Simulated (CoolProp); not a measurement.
Vapour-liquid equilibrium of isobutene (1) + n-butane (2) at 94.25 °C; x and y are mole fractions of (1).

Values from CoolProp's multi-fluid Helmholtz-energy mixture model, Lemmon 2005 and Bücker 2006; pair parameters Bell 2016.

Give the bubble pressure and the first vapour's composition at x = 0.05, 0.5, 0.65. Is there an azeotrope?

x = 0.05: 1.379 MPa, y = 0.058; x = 0.5: 1.512 MPa, y = 0.530; x = 0.65: 1.551 MPa, y = 0.675. No azeotrope shows between x = 0.05 and 0.95.

Pair parameters are fitted to limited data, so mixtures are less certain than the pure fluids.
